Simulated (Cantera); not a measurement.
A perfectly stirred reactor is fed with CH4 : CO : O2 : N2 = 1 : 0.3 : 4.39 : 16.5 (molar parts), equivalence ratio 0.49, at 3380 Torr; it is adiabatic with a 775 K inlet, and is followed from long to short residence time, starting on the burning branch (τ in s: 0.088, 0.029, 0.0095, 0.0031, 0.001, 0.00033, 0.00011, 3.6e-05, 1.2e-05, 3.8e-06).

Detailed kinetics in Cantera: GRI-Mech 3.0 (53 species, 325 reactions).

### Question
What does this change do: N2 16.5 to 24 parts?

### Answer
```
quantity                                                                       before                                after
------------------------------------------------  -----------------------------------  -----------------------------------
blow-out, bracketed by the residence times tried  burning at 0.110 ms, out at 36.0 µs  burning at 1.00 ms, out at 0.330 ms
x(CH4) at τ = 88.0 ms                                                         3.77e-6                              1.02e-5
x(CO) at τ = 88.0 ms                                                         0.000120                             0.000163
x(O2) at τ = 88.0 ms                                                            0.101                               0.0759
x(CH3) at τ = 88.0 ms                                                         8.86e-7                              1.59e-6
x(HCN) at τ = 88.0 ms                                                         6.43e-9                              1.81e-9
x(CH4) at τ = 0.330 ms                                                       0.000203                               0.0337
x(CO) at τ = 0.330 ms                                                         0.00553                               0.0101
x(O2) at τ = 0.330 ms                                                           0.104                                0.148
x(CH3) at τ = 0.330 ms                                                        3.66e-5                             6.52e-12
x(HCN) at τ = 0.330 ms                                                        2.45e-8                               <1e-12
```

### Question
What does this change do: pressure from 3380 Torr to 750 Torr?

### Answer
| quantity | before | after |
|---|---|---|
| blow-out, bracketed by the residence times tried | burning at 0.110 ms, out at 36.0 µs | burning at 0.110 ms, out at 36.0 µs |
| x(CH4) at τ = 88.0 ms | 3.77e-6 | 6.91e-6 |
| x(CO) at τ = 88.0 ms | 0.000120 | 0.000379 |
| x(O2) at τ = 88.0 ms | 0.101 | 0.101 |
| x(CH3) at τ = 88.0 ms | 8.86e-7 | 1.64e-6 |
| x(HCN) at τ = 88.0 ms | 6.43e-9 | 5.03e-9 |
| x(CH4) at τ = 0.330 ms | 0.000203 | 0.000333 |
| x(CO) at τ = 0.330 ms | 0.00553 | 0.0123 |
| x(O2) at τ = 0.330 ms | 0.104 | 0.106 |
| x(CH3) at τ = 0.330 ms | 3.66e-5 | 4.25e-5 |
| x(HCN) at τ = 0.330 ms | 2.45e-8 | 3.33e-8 |
